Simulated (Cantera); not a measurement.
A closed system holds: 1 mol Si, 0.0021 mol H₂O, 100 mol H₂, held at 752 °C and 10.0 mbar.

Method: chemical equilibrium by Gibbs-energy minimisation in Cantera with the NASA 1993 tables (ideal gas, pure condensed phases). Candidate condensed phases: H₂O, Si, SiO₂; 18 gas species. Mutual solubility and eutectic melting of coexisting phases are not modelled. The numbers say what is thermodynamically allowed, not how fast it happens.

### Question
What is the equilibrium state?

### Answer
```
Quantity                Result
-----------------  -----------
x(H₂)                     1.00
n(Si(s))             0.999 mol
n(SiO₂(β-quartz))  0.00104 mol
gas amount           100.0 mol
```
